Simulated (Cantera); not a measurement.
**(CH3)2SiCl2 + C2H4 + H2 + C2H2 (silicon carbide growth)**

Feed: 1 mol (CH3)2SiCl2, 0.11 mol C2H4, 1500 mol H2, 1.2 mol C2H2, at 0.910 bar.

These are equilibrium values from Cantera (NASA tables, ideal gas, pure condensed phases), not measurements of a reactor. Candidate condensed phases: C, C6H6, C7H8, C8H18, Si, SiC; 109 gas species. The feed counts by its element totals alone. Gases not in the tables: Si2H6 and higher silanes. Rates play no part.

| T (K) | log p H2 | log p H | log p C2H2 (acetylene) | log p HCl | log p Si | log p CH4 | log p SiH2 | n C(graphite) | n SiC(s) |
|---|---|---|---|---|---|---|---|---|---|
| 1975 | -0.04 | -2.89 | -3.23 | -2.92 | -5.79 | -3.43 | -5.38 | 1.03 | 0.988 |
| 2075 | -0.04 | -2.60 | -3.02 | -2.92 | -5.10 | -3.58 | -4.95 | 0 | 0.959 |
| 2175 | -0.04 | -2.33 | -2.98 | -2.92 | -4.40 | -3.79 | -4.48 | 0 | 0.837 |
| 2275 | -0.05 | -2.09 | -2.93 | -2.92 | -3.77 | -3.97 | -4.07 | 0 | 0.411 |
| 2375 | -0.05 | -1.88 | -2.88 | -2.93 | -3.48 | -4.14 | -3.97 | 0 | 0 |
| 2475 | -0.05 | -1.67 | -2.88 | -2.93 | -3.42 | -4.32 | -4.09 | 0 | 0 |
| 2575 | -0.06 | -1.49 | -2.88 | -2.94 | -3.38 | -4.49 | -4.23 | 0 | 0 |
log p: log10 of the partial pressure in bar; n: condensed amount in mol.

At 1975 K the condensed part is C(graphite) + SiC(s). From 2075 K to 2275 K the condensed part is SiC(s). From 2375 K to 2575 K nothing is condensed. The main Si-bearing gas is SiH2 at 1975 K and Si at 2575 K.
